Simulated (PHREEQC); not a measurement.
Make-up at 25 °C: 0.74 mol LiBr, 0.044 mol MgSO4 and 0.4 mol KBr per kg of water. Closed to the air; pH follows from the charge balance.

The numbers come from PHREEQC with the Pitzer model, pitzer.dat.

```json
[
 {"quantity": "MgOH+ (mol/kgw)", "before": "2.07e-7", "after": "1.91e-7"},
 {"quantity": "HSO4- (mol/kgw)", "before": "1.18e-7", "after": "1.08e-7"},
 {"quantity": "SI of Arcanite (K2SO4)", "before": "-1.84", "after": "-1.68"},
 {"quantity": "SI of Epsomite (MgSO4:7H2O)", "before": "-2.70", "after": "-2.57"}
]
```

Problem. What was changed between the two runs?
A. MgSO4 from 0.044 to 0.0484 mol/kgw
B. diluted 5-fold with water
C. LiBr from 0.74 to 0.148 mol/kgw
D. diluted 10-fold with water
E. KBr from 0.4 to 2 mol/kgw

Solution. C, LiBr from 0.74 to 0.148 mol/kgw

No solid was allowed to form.
